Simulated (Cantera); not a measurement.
**Al + H₂O + N₂ (chemical vapour transport)**

A closed system holds: 1 mol Al, 0.034 mol H₂O, 0.31 mol N₂, held at 1.00 bar.

Method: chemical equilibrium by Gibbs-energy minimisation in Cantera with the NASA 1993 tables (ideal gas, pure condensed phases). Candidate condensed phases: Al, AlN, Al₂O₃, H₂O; 35 gas species. Mutual solubility and eutectic melting of coexisting phases are not modelled. Rates play no part.

```tsv
T (K)	x H₂	x Al₂O	x Al	x H	x AlH	x AlOH	x H₂O	x Al₂	n Al(s)	n AlN(s)	n Al₂O₃(s)	n Al(l)
700	1.00	<1e-12	<1e-12	<1e-12	<1e-12	<1e-12	<1e-12	<1e-12	0.357	0.620	0.0113	0
800	1.00	<1e-12	<1e-12	2.90e-12	<1e-12	<1e-12	<1e-12	<1e-12	0.357	0.620	0.0113	0
900	1.00	<1e-12	<1e-12	1.17e-10	4.27e-11	<1e-12	<1e-12	<1e-12	0.357	0.620	0.0113	0
1000	1.00	2.11e-12	5.07e-11	2.27e-9	1.13e-9	<1e-12	<1e-12	<1e-12	0	0.620	0.0113	0.357
1100	1.00	1.43e-10	1.55e-9	2.59e-8	1.56e-8	<1e-12	<1e-12	<1e-12	0	0.620	0.0113	0.357
1200	1.00	4.70e-9	2.66e-8	1.97e-7	1.38e-7	2.25e-11	1.28e-11	<1e-12	0	0.620	0.0113	0.357
1300	1.000	8.87e-8	2.92e-7	1.11e-6	8.64e-7	3.55e-10	1.44e-10	6.99e-12	0	0.620	0.0113	0.357
1400	1.000	1.08e-6	2.26e-6	4.86e-6	4.13e-6	3.73e-9	1.15e-9	1.34e-10	0	0.620	0.0113	0.357
1500	1.000	9.33e-6	1.32e-5	1.76e-5	1.59e-5	2.84e-8	6.88e-9	1.71e-9	0	0.620	0.0113	0.357
1600	1.000	6.07e-5	6.17e-5	5.44e-5	5.16e-5	1.66e-7	3.29e-8	1.57e-8	0	0.620	0.0113	0.357
1700	0.999	0.000313	0.000239	0.000147	0.000145	7.86e-7	1.30e-7	1.09e-7	0	0.620	0.0113	0.357
```
x: gas mole fraction; n: condensed amount in mol.

From 700 K to 900 K the condensed part is Al(s) + AlN(s) + Al₂O₃(s). From 1000 K to 1700 K the condensed part is Al(l) + AlN(s) + Al₂O₃(s).
